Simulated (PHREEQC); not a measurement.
1 kg of water holding 0.019 mol/kgw MgSO4, 0.0025 mol/kgw K2SO4 and 0.29 mol/kgw Na2SO4 is evaporated at 40 °C; the solids stay in contact with the brine. The system is closed to CO2. The run lets Arcanite, Bloedite, Brucite, Epsomite, Glaserite, Hexahydrite, Kieserite, Leonite, Mirabilite, Misenite, Schoenite, Thenardite precipitate or redissolve, and no other solid.

All values are PHREEQC results (Pitzer model, pitzer.dat), not measurements.

| water left (kg) | ionic strength | water activity | Thenardite (mol) | K in solution (mol/kgw) |
|---|---|---|---|---|
| 1 | 0.953 | 0.988 | 0 | 0.00500 |
| 0.8219 | 1.16 | 0.986 | 0 | 0.00608 |
| 0.6755 | 1.41 | 0.983 | 0 | 0.00740 |
| 0.5552 | 1.72 | 0.980 | 0 | 0.00901 |
| 0.4563 | 2.09 | 0.976 | 0 | 0.0110 |
| 0.375 | 2.54 | 0.971 | 0 | 0.0133 |
| 0.3082 | 3.09 | 0.965 | 0 | 0.0162 |
| 0.2533 | 3.76 | 0.958 | 0 | 0.0197 |
| 0.2082 | 4.58 | 0.950 | 0 | 0.0240 |
| 0.1711 | 5.57 | 0.939 | 0 | 0.0292 |
| 0.1407 | 6.78 | 0.926 | 0 | 0.0355 |
| 0.1156 | 8.25 | 0.909 | 0 | 0.0432 |
| 0.09502 | 10.0 | 0.887 | 0 | 0.0526 |
| 0.07809 | 10.9 | 0.877 | 0.0345 | 0.0640 |
| 0.06418 | 11.0 | 0.876 | 0.0819 | 0.0779 |
| 0.05275 | 11.2 | 0.874 | 0.121 | 0.0948 |
| 0.04335 | 11.4 | 0.873 | 0.153 | 0.115 |

Thenardite from water left = 0.07809 kg.

At this temperature some constants are extrapolated from 25 °C, and those without enthalpy data are left unchanged.
